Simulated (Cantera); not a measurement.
A perfectly stirred reactor is fed with CO : O2 : H2O : N2 = 0.027 : 0.025 : 0.019 : 1 (molar parts), at 4.30 bar; it is held at 1450 K, and followed from long to short residence time.

Model: GRI-Mech 3.0 (53 species, 325 reactions), integrated in Cantera.

**Question.** What does this change do: temperature 1450 to 1250 K?

**Answer.** 
```
quantity                 before     after
---------------------  --------  --------
x(CO) at τ = 7.50 s     1.63e-5   5.26e-5
x(O2) at τ = 7.50 s      0.0109    0.0109
x(H2O) at τ = 7.50 s     0.0180    0.0180
x(O) at τ = 7.50 s      8.63e-7   2.50e-7
x(CO2) at τ = 7.50 s     0.0255    0.0255
x(CO) at τ = 0.150 s   0.000242  0.000894
x(O2) at τ = 0.150 s     0.0110    0.0113
x(H2O) at τ = 0.150 s    0.0179    0.0179
x(O) at τ = 0.150 s     9.99e-6   4.41e-6
x(CO2) at τ = 0.150 s    0.0253    0.0246
```
